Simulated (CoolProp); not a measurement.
Vapour pressure (kPa) of CH3F (R41): the reference equation beside estimates from Tc = 317.3 K, pc = 5906 kPa, ω = 0.200.

The numbers come from the reference Helmholtz-energy equation of state, Lemmon 2006 in CoolProp. It is a short technical equation, of lower accuracy than the large ones.

```csv
T (K),reference,Lee-Kesler,van der Waals,Redlich-Kwong,Peng-Robinson
211.7,?,234.0,922.9,340.0,234.7
221,355.8,355.4,1154,495.3,354.3
230.3,515.8,519.4,1421,696.3,516.0
239.6,725.3,734.3,1725,949.6,728.6
248.9,993.4,1009,2067,1262,1001
258.2,1330,1352,2449,1638,1344
267.5,1745,1773,?,2086,1768
276.8,2250,2283,3341,2609,2283
286.1,2858,2895,3853,?,2902
295.4,3585,3622,4410,3907,3638
304.7,4451,4484,5014,4691,4503
```

Complete the blanks.


- 211.7, reference: 236.9
- 267.5, van der Waals: 2874
- 286.1, Redlich-Kwong: 3215

Absolute difference from the reference over all 11 rows, mean and median: Lee-Kesler 1.1 and 1.2 %, van der Waals 109.4 and 84.1 %, Redlich-Kwong 23.7 and 23.2 %, Peng-Robinson 1.0 and 1.1 %.
